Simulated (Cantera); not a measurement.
Cantera run:

```python
import numpy as np
import cantera as ct

gas_names = """
    H H2 N NH NH2 NH3 N2 N2H2 N2H4 Si SiH SiH2 SiH3 SiH4 SiN Si2 Si2N Si3
""".split()
cond_names = """
    Si(cr) Si(L) Si3N4(a)
""".split()


# ... load() reads the species with a 1 bar reference pressure and builds the phases ...
atoms = {
    'Si3N4': {'Si': 3, 'N': 4},
    'H2': {'H': 2},
}
top_T = {'Si3N4(a)': 2400}  # K; cautious upper limits of use, not melting points


# ... equilibrate(T, P, feed) seeds the gas with the atoms and calls Mixture.equilibrate('TP', solver="vcs", rtol=1e-11, max_steps=5000) ...
results = []
feed = {'Si3N4': 1, 'H2': 110}  # mol
P = 79000  # Pa
for T in [1075, 1175, 1275, 1375, 1475, 1575, 1675, 1775, 1875, 1975, 2075]:
    mix = equilibrate(T, P, feed)
    results.append((T, P, feed, dict(zip(mix.species_names, mix.species_moles))))

top = {s: max(r[3][s] / sum(r[3][g] for g in gas_names) for r in results) for s in gas_names}
cols = sorted((s for s in top if top[s] > 0.0001), key=lambda s: -top[s])[:5]
seen = [c for c in cond_names if any(r[3].get(c, 0) > 1e-12 for r in results)]
print("log10 of partial pressures in bar; condensed amounts in mol")
print(f"{'T/K':>10s}" + "".join(f"{s[:9]:>10s}" for s in cols + seen))
for T, P, feed, n in results:
    ng = sum(n[g] for g in gas_names)
    print(f"{T:10.4g}" + "".join(f"{np.log10(max(n[s] / ng * P / 1e5, 1e-99)):10.3f}" for s in cols)
          + "".join(f"{n.get(c, 0):10.4g}" for c in seen))
```

Output:

```
log10 of partial pressures in bar; condensed amounts in mol
       T/K        H2        N2         H      SiH2        Si    Si(cr)     Si(L)  Si3N4(a)
      1075    -0.102    -7.995    -7.885   -10.205   -15.076         0         0         1
      1175    -0.102    -7.172    -6.963    -8.729   -12.750         0         0         1
      1275    -0.102    -6.545    -6.184    -7.442   -10.748         0         0         1
      1375    -0.102    -5.492    -5.516    -6.690    -9.387 0.0005804         0    0.9998
      1475    -0.102    -4.542    -4.938    -6.069    -8.240  0.005818         0     0.998
      1575    -0.103    -3.714    -4.433    -5.528    -7.241   0.03983         0    0.9865
      1675    -0.103    -2.988    -3.987    -5.052    -6.363    0.2134         0    0.9284
      1775    -0.106    -2.235    -3.591    -4.707    -5.659         0     1.222    0.5916
      1875    -0.111    -1.851    -3.239    -4.414    -5.043         0     2.992         0
      1975    -0.111    -1.851    -2.919    -4.147    -4.490         0     2.982         0
      2075    -0.112    -1.851    -2.630    -3.907    -3.992         0     2.959         0
```

Equilibrium computed with Cantera from the NASA thermochemical tables; the gas is ideal and each condensed phase is pure. Mutual solubility and eutectic melting of coexisting phases are not modelled. Gases not in the tables: Si2H6 and higher silanes.
